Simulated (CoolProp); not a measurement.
Vapour-liquid equilibrium of CH2F2 (R32) (1) + R134a (2) at 0.0658 bar; x and y are mole fractions of (1).

Values from CoolProp's multi-fluid Helmholtz-energy mixture model, Tillner-Roth 1997 and Tillner-Roth 1994; pair parameters Lemmon 2004.

```tsv
x	bubble temperature (°C)	y at the bubble point	dew temperature at overall composition x (°C)	liquid density (mol/L)
0.05	-75.1	0.214	-73.1	15.15
0.2	-80.7	0.574	-74.9	16.29
0.35	-84.5	0.748	-76.9	17.53
0.5	-87.4	0.847	-79.3	18.92
0.65	-89.6	0.911	-82.2	20.52
0.8	-91.5	0.956	-85.9	22.38
0.95	-93.2	0.990	-91.3	24.60
```

No azeotrope shows between x = 0.05 and 0.95.

Pair parameters are fitted to limited data, so mixtures are less certain than the pure fluids.
